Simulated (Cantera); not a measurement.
Cantera run, input and output.

```python
import numpy as np
import cantera as ct

gas = ct.Solution("h2o2.yaml")
gas.TPX = 698, 13332, {'H2': 0.78, 'O2': 0.714, 'N2': 2.69}
flame = ct.FreeFlame(gas, width=0.16)
flame.set_refine_criteria(ratio=3, slope=0.08, curve=0.16)
flame.transport_model = "mixture-averaged"
flame.solve(loglevel=0, auto=True)
z, T = flame.grid, flame.T
thick = (T[-1] - T[0]) / np.gradient(T, z).max()
show = ['H2', 'O2', 'HO2', 'H2O', 'O', 'OH']
print(f"laminar burning velocity  {flame.velocity[0] * 100:.3f} cm/s")
print(f"burnt temperature         {T[-1]:.1f} K")
print(f"thermal thickness         {thick * 1e3:.4f} mm")
print(f"grid points               {len(z)}")
z0 = z[flame.heat_release_rate.argmax()]
print(f"{'z/mm':>9s}{'T/K':>9s}{'u/(m/s)':>9s}" + "".join(f"{s:>11s}" for s in show))
rows = []
for k in (-3, -2, -1.5, -1, -0.5, -0.25, 0, 0.25, 0.5, 1, 2, 4, 8):
    zz = z0 + k * thick
    rows.append([k * thick, np.interp(zz, z, T), np.interp(zz, z, flame.velocity),
                 *(np.interp(zz, z, flame.X[gas.species_index(s)]) for s in show)])
    print(f"{rows[-1][0] * 1e3:9.3f}{rows[-1][1]:9.1f}{rows[-1][2]:9.3f}" + "".join(f"{x:11.3e}" for x in rows[-1][3:]))
```

It prints:

```
laminar burning velocity  603.231 cm/s
burnt temperature         2041.4 K
thermal thickness         7.0767 mm
grid points               126
     z/mm      T/K  u/(m/s)         H2         O2        HO2        H2O          O         OH
  -21.230    698.0    6.032  1.864e-01  1.707e-01  1.467e-11  1.504e-12  5.428e-15  5.974e-16
  -14.153    698.0    6.032  1.864e-01  1.707e-01  2.797e-10  5.146e-11  3.764e-12  4.366e-13
  -10.615    698.0    6.032  1.864e-01  1.707e-01  1.163e-08  2.110e-09  2.544e-10  3.126e-11
   -7.077    698.0    6.032  1.864e-01  1.706e-01  1.304e-06  3.247e-07  4.414e-08  7.981e-09
   -3.538    707.6    6.107  1.842e-01  1.705e-01  3.804e-05  8.470e-04  2.751e-05  3.256e-05
   -1.769    804.0    6.872  1.628e-01  1.664e-01  2.942e-05  1.243e-02  5.840e-04  3.404e-04
    0.000   1094.4    9.134  7.001e-02  1.300e-01  1.730e-05  8.618e-02  7.927e-03  3.169e-03
    1.769   1320.4   10.899  1.932e-02  9.441e-02  1.057e-05  1.456e-01  1.716e-02  6.736e-03
    3.538   1431.2   11.739  1.543e-02  8.904e-02  8.440e-06  1.557e-01  1.792e-02  8.470e-03
    7.077   1554.9   12.648  1.428e-02  8.664e-02  6.685e-06  1.631e-01  1.628e-02  1.038e-02
   14.153   1683.2   13.567  1.223e-02  8.488e-02  5.114e-06  1.713e-01  1.338e-02  1.186e-02
   28.307   1803.9   14.410  9.282e-03  8.383e-02  3.676e-06  1.799e-01  9.743e-03  1.228e-02
   56.614   1905.1   15.103  6.011e-03  8.356e-02  2.440e-06  1.879e-01  6.106e-03  1.125e-02
```

Computed with Cantera and the H2/O2 subset of GRI-Mech 3.0, which has no nitrogen chemistry. Burning velocities carry a grid error of a few per cent, more on coarse grids. Lean hydrogen flames are cellular in practice and burn faster than this planar one.
